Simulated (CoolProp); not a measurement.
Model: reference Helmholtz-energy equation of state, Thol 2018, in CoolProp.

Question: For hydrogen chloride, give the phase and the density (kg/m³), cp (kJ/(kg K)), cv (kJ/(kg K)), isothermal compressibility (1/MPa) at -41.25 °C and 7390 kPa.

Answer: 
- -41.25 °C and 7390 kPa: liquid; density 1080, cp 1.70, cv 0.959, isothermal compressibility 0.00193
